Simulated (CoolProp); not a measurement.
Model: reference Helmholtz-energy equation of state, Gao 2022, in CoolProp.

**Question.** Give the vapour pressure (MPa), enthalpy of vaporisation (kJ/kg), liquid cp (kJ/(kg K)) of saturated n-perfluorohexane at 326.9 K.

**Answer.** 
| T (K) | p (MPa) | enthalpy of vaporisation (kJ/kg) | liquid cp (kJ/(kg K)) |
|---|---|---|---|
| 326.9 | 0.0903 | 85.4 | 1.09 |
